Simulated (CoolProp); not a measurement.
Vapour-liquid equilibrium of R113 (1) + n-hexane (2) at 424.3 K; x and y are mole fractions of (1).

Computed with CoolProp (multi-fluid Helmholtz-energy mixture model, Marx 1992 and Thol 2019; pair parameters Bell 2016).

Question: Give the bubble pressure and the first vapour's composition at x = 0.125, 0.425, 0.725. Is there an azeotrope?

Answer: x = 0.125: 0.8542 MPa, y = 0.189; x = 0.425: 1.021 MPa, y = 0.519; x = 0.725: 1.152 MPa, y = 0.776. No azeotrope shows between x = 0.05 and 0.95.

The pair parameters rest on a limited set of measurements; away from them the model extrapolates.
